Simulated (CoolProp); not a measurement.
A Linde-Hampson liquefier for normal hydrogen: isothermal reversible compression at 280 K from 1 atm to 40 MPa, throttling to 1 atm, return gas leaving the recuperator 10 K below the feed. Each further row changes one setting.

Computed with CoolProp (reference Helmholtz-energy equation of state, Leachman 2009).

```tsv
case	compression work (kJ/kg of gas)
as stated	7200
high pressure 80 MPa	8320
warm-end temperature 310 K	7950
warm-end gap 15 K	7200
```
